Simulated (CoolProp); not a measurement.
A single-stage vapour-compression cycle with R115: evaporating at 207.15 K (dew point), condensing at 256.15 K (bubble point), superheat 10 K, subcooling 5 K, compressor efficiency 0.75, no pressure losses. Each further row changes one setting.

The numbers come from the reference Helmholtz-energy equation of state, Lemmon 2016 in CoolProp.

```csv
case,cooling COP,pressure ratio,discharge temperature (K),refrigerating effect (kJ/kg),volumetric capacity (kJ/m³)
as stated,2.63,9.73,279.9,100,221
evaporating temperature 212.15 K,3.08,7.29,277.4,103,298
condensing temperature 251.15 K,3.02,8.08,274.5,105,232
subcooling 10 K,2.76,9.73,279.9,105,232
superheat 20 K,2.66,9.73,290.9,106,224
compressor efficiency 0.65,2.28,9.73,288.0,100,221
```
